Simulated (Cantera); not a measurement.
**Oxide etching and cleaning by halides: SiO2 + HF + N2**

Charge: 1 mol SiO2, 9.1 mol HF, 68 mol N2, equilibrated at 1675 K and 4.30 mbar.

Cantera equilibrium calculation (NASA polynomials, part measured and part estimated; ideal gas, pure solids and liquids). Candidate condensed phases: H2O, Si, SiO2, Si2N2O, Si3N4; 58 gas species. The tables hold silica as quartz up to 1696 K and as liquid above; real silica turns to tridymite and cristobalite and melts near 1996 K. Kinetics and transport are ignored.

```yaml
x(N2): 0.883
x(HF): 0.112
x(H2O): 0.00310
x(SiF4): 0.00161
x(H2): 0.000117
x(O2): 3.86e-5
x(NO): 3.78e-5
x(OH): 2.45e-5
x(H): 1.92e-5
n(SiO2(β-quartz)): 0.875 mol
gas_amount: 76.98 mol
log10 activity of Si(s) (absent): -12.35
```
